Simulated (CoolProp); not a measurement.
C2F6 (R116) at several states: Z from the reference equation and from simpler models built on Tc = 293.0 K, pc = 3048 kPa, ω = 0.257; each cubic takes its own stable root.

Computed with CoolProp (reference Helmholtz-energy equation of state, Lemmon 2006). It is a short technical equation, of lower accuracy than the large ones.

| T (K) | p (kPa) | phase | reference | van der Waals | Soave-Redlich-Kwong | Peng-Robinson |
|---|---|---|---|---|---|---|
| 345.8 | 4790 | supercritical | 0.6688 | 0.5830 | 0.6880 | 0.6543 |
| 243.4 | 17600 | liquid | 0.8029 | 1.137 | 0.8224 | 0.7335 |
| 305.5 | 2050 | gas | 0.7685 | 0.7808 | 0.7695 | 0.7474 |
| 317.8 | 9080 | supercritical | 0.4739 | 0.5876 | 0.5186 | 0.4725 |
| 194.2 | 743 | liquid | 0.03940 | 0.06227 | 0.04117 | 0.03642 |
| 219 | 1770 | liquid | 0.08926 | 0.1398 | 0.09380 | 0.08286 |
